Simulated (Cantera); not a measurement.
Charge: 1 mol CaO, 17 mol HCl, 1.3 mol N2, at 0.0120 bar.

These are equilibrium values from Cantera (NASA tables, ideal gas, pure condensed phases), not measurements of a reactor. Candidate condensed phases: Ca, CaCl2, CaO, Ca(OH)2, H2O, NH4Cl; 36 gas species. Condensed phases not in the tables: oxide chlorides. Rates play no part. All values below are at 1052 °C.

Base state: HCl 0.859, N2 0.0745, H2O 0.0573, CaCl2 0.00773, Cl 0.000602, H2 0.000319, Cl2 1.82e-5 (mole fractions); condensed: CaCl2(l).

**Question.** What changes in the equilibrium state with this change: pressure from 0.0120 bar to 7.20e-5 bar?

**Answer.** 
```tsv
species	before	after
HCl	0.859	0.815
N2	0.0745	0.0709
CaCl2	0.00773	0.0546
H2O	0.0573	0.0546
Cl2	1.82e-5	3.21e-6
Cl	0.000602	0.00326
H2	0.000319	0.00163
CaCl2(l), mol	0.865	0
```
